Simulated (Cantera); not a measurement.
Input: 1 mol B2O3, a varied amount of F2, 3.7 mol O2, held at 848.15 K and 1.00 bar.

These are equilibrium values from Cantera (NASA tables, ideal gas, pure condensed phases), not measurements of a reactor. Candidate condensed phases: B, B2O3; 21 gas species. Kinetics and transport are ignored.

Which condensed phases are stable at each of these points (n(F2) (mol)): 1, 2, 3.1, 4.1, 5.1, 6.1, 7.1, 8.2, 9.2?


```csv
n(F2) (mol),condensed phases,B condensed (%)
1,B2O3(l),61.8
2,B2O3(l),23.6
3.1,gas only,0.0
4.1,gas only,0.0
5.1,gas only,0.0
6.1,gas only,0.0
7.1,gas only,0.0
8.2,gas only,0.0
9.2,gas only,0.0
```

From 1 mol F2 to 2 mol F2 the condensed part is B2O3(l). From 3.1 mol F2 to 9.2 mol F2 nothing is condensed.
